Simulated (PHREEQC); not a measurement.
KBr is added in steps, without added water, to 1 kg of water holding 0.27 mol/kgw NaHCO3, 0.0014 mol/kgw Na2SO4 and 0.0005 mol/kgw LiCl, at 25 °C. O2 is buffered at 0.21 atm. CO2 from the air is kept out. Solids allowed: Halite, Mirabilite, Nahcolite, Natron. Others were left out.

Base run: PHREEQC, ion-association model, wateq4f.dat. Each further column changes one thing. The table gives KSO4- (mol/kgw).

```json
[
 {"KBr added (mol)": "0", "base": "0", "Davies equation for every ion": "0", "database phreeqc.dat": "0", "all activity coefficients set to 1": "0"},
 {"KBr added (mol)": "0.04725", "base": "7.83e-5", "Davies equation for every ion": "9.17e-5", "database phreeqc.dat": "7.82e-5", "all activity coefficients set to 1": "…"},
 {"KBr added (mol)": "0.08775", "base": "0.000134", "Davies equation for every ion": "0.000160", "database phreeqc.dat": "0.000133", "all activity coefficients set to 1": "0.000307"},
 {"KBr added (mol)": "0.135", "base": "0.000188", "Davies equation for every ion": "0.000231", "database phreeqc.dat": "0.000188", "all activity coefficients set to 1": "…"},
 {"KBr added (mol)": "0.1822", "base": "0.000235", "Davies equation for every ion": "0.000296", "database phreeqc.dat": "0.000234", "all activity coefficients set to 1": "0.000515"},
 {"KBr added (mol)": "0.2228", "base": "0.000270", "Davies equation for every ion": "0.000347", "database phreeqc.dat": "0.000269", "all activity coefficients set to 1": "0.000582"},
 {"KBr added (mol)": "0.27", "base": "0.000306", "Davies equation for every ion": "…", "database phreeqc.dat": "0.000305", "all activity coefficients set to 1": "0.000649"}
]
```

Task: What belongs in the gaps?

Result: 
- 0.04725, all activity coefficients set to 1: 0.000184
- 0.135, all activity coefficients set to 1: 0.000422
- 0.27, Davies equation for every ion: 0.000402

 phreeqc.dat and wateq4f.dat share most of their constants, so their agreement is no independent check. Solids allowed in the column 'database phreeqc.dat': Halite, Sylvite.
